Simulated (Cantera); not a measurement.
Input: 1 mol BaF2, 18 mol H2O, 6.8 mol N2, held at 0.160 Pa.

Cantera equilibrium calculation (NASA polynomials, part measured and part estimated; ideal gas, pure solids and liquids). Candidate condensed phases: Ba, BaF2, BaO, Ba(OH)2, H2O; 45 gas species. The numbers say what is thermodynamically allowed, not how fast it happens. All values below are at 1373 K.

Base state: H2O 0.676, N2 0.263, HF 0.0325, BaF2 0.0224, H2 0.00374, O2 0.00179, OH 0.000519, Ba(OH)2 0.000219 (mole fractions); condensed: BaO(s).

**Question.** What changes in the equilibrium state with this change: H2O from 18 to 0.12 mol?

**Answer.** 
```
species        before     after
-----------  --------  --------
N2              0.263     0.858
BaF2           0.0224     0.121
H2O             0.676    0.0103
HF             0.0325   0.00933
Ba(OH)2      0.000219   3.33e-6
H2            0.00374  0.000166
OH           0.000519   3.75e-5
BaO(s), mol     0.412    0.0347
```
